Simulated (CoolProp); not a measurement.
Propylene at several states: density (kg/m³) from the reference equation and from simpler models built on Tc = 364.2 K, pc = 4555 kPa, ω = 0.146; each cubic takes its own stable root.

Computed with CoolProp (reference Helmholtz-energy equation of state, Lemmon 2013).

```json
[
 {"T (K)": "488.3", "p (kPa)": "209", "phase": "gas", "reference": "2.179", "van der Waals": "2.180", "Soave-Redlich-Kwong": "2.179", "Peng-Robinson": "2.181"},
 {"T (K)": "405.3", "p (kPa)": "1260", "phase": "gas", "reference": "?", "van der Waals": "?", "Soave-Redlich-Kwong": "?", "Peng-Robinson": "?"},
 {"T (K)": "175.3", "p (kPa)": "1890", "phase": "liquid", "reference": "?", "van der Waals": "?", "Soave-Redlich-Kwong": "?", "Peng-Robinson": "?"}
]
```

Task: What belongs in the gaps?

Result: 
- 405.3, reference: 16.92
- 405.3, van der Waals: 16.85
- 405.3, Soave-Redlich-Kwong: 16.90
- 405.3, Peng-Robinson: 17.07
- 175.3, reference: 670.5
- 175.3, van der Waals: 421.5
- 175.3, Soave-Redlich-Kwong: 627.6
- 175.3, Peng-Robinson: 705.7
